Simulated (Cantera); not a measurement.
A freely propagating, adiabatic, planar premixed flame of H₂ : O₂ : N₂ = 1 : 0.357 : 1.25 (molar parts), equivalence ratio 1.4, unburnt at 450 K and 0.132 atm; mixture-averaged transport, grid criteria slope 0.08 and curve 0.16, no radiation.

Model: the H2/O2 subset of GRI-Mech 3.0, which has no nitrogen chemistry, integrated in Cantera. Burning velocities carry a grid error of a few per cent, more on coarse grids.

x: mole fraction of selected species; z is measured from the peak of heat release.

```json
[
 {"z (mm)": "-16.9", "T (K)": "450", "u (m/s)": "4.46", "x H₂": "0.384", "x O₂": "0.137", "x H₂O₂": "<1e-8", "x OH": "<1e-8", "x H": "<1e-8", "x H₂O": "<1e-8"},
 {"z (mm)": "-11.2", "T (K)": "450", "u (m/s)": "4.46", "x H₂": "0.384", "x O₂": "0.137", "x H₂O₂": "<1e-8", "x OH": "<1e-8", "x H": "<1e-8", "x H₂O": "<1e-8"},
 {"z (mm)": "-8.43", "T (K)": "450", "u (m/s)": "4.46", "x H₂": "0.384", "x O₂": "0.137", "x H₂O₂": "<1e-8", "x OH": "<1e-8", "x H": "<1e-8", "x H₂O": "<1e-8"},
 {"z (mm)": "-5.62", "T (K)": "450", "u (m/s)": "4.46", "x H₂": "0.384", "x O₂": "0.137", "x H₂O₂": "<1e-8", "x OH": "<1e-8", "x H": "<1e-8", "x H₂O": "<1e-8"},
 {"z (mm)": "-2.81", "T (K)": "455", "u (m/s)": "4.50", "x H₂": "0.383", "x O₂": "0.137", "x H₂O₂": "1.34e-6", "x OH": "2.19e-5", "x H": "8.40e-5", "x H₂O": "0.000204"},
 {"z (mm)": "-1.40", "T (K)": "629", "u (m/s)": "6.14", "x H₂": "0.357", "x O₂": "0.133", "x H₂O₂": "5.35e-6", "x OH": "0.000475", "x H": "0.00862", "x H₂O": "0.0138"},
 {"z (mm)": "0", "T (K)": "1077", "u (m/s)": "10.2", "x H₂": "0.211", "x O₂": "0.0844", "x H₂O₂": "4.65e-7", "x OH": "0.00249", "x H": "0.0766", "x H₂O": "0.118"},
 {"z (mm)": "1.40", "T (K)": "1361", "u (m/s)": "12.7", "x H₂": "0.0994", "x O₂": "0.0190", "x H₂O₂": "5.40e-7", "x OH": "0.00633", "x H": "0.119", "x H₂O": "0.239"},
 {"z (mm)": "2.81", "T (K)": "1472", "u (m/s)": "13.6", "x H₂": "0.0930", "x O₂": "0.0116", "x H₂O₂": "4.66e-7", "x OH": "0.00805", "x H": "0.113", "x H₂O": "0.254"},
 {"z (mm)": "5.62", "T (K)": "___", "u (m/s)": "14.7", "x H₂": "0.0990", "x O₂": "___", "x H₂O₂": "___", "x OH": "___", "x H": "___", "x H₂O": "0.258"},
 {"z (mm)": "11.2", "T (K)": "1741", "u (m/s)": "15.8", "x H₂": "0.105", "x O₂": "0.00799", "x H₂O₂": "1.86e-7", "x OH": "0.0117", "x H": "0.0812", "x H₂O": "0.264"},
 {"z (mm)": "22.5", "T (K)": "1890", "u (m/s)": "17.0", "x H₂": "0.110", "x O₂": "0.00605", "x H₂O₂": "9.71e-8", "x OH": "0.0128", "x H": "0.0644", "x H₂O": "0.272"},
 {"z (mm)": "45.0", "T (K)": "2037", "u (m/s)": "18.1", "x H₂": "0.114", "x O₂": "0.00415", "x H₂O₂": "5.15e-8", "x OH": "0.0127", "x H": "0.0487", "x H₂O": "0.281"}
]
```

Q: Some entries are withheld; supply them.

A: 
- 5.62, T (K): 1599
- 5.62, x O₂: 0.00975
- 5.62, x H₂O₂: 3.26e-7
- 5.62, x OH: 0.00994
- 5.62, x H: 0.0979
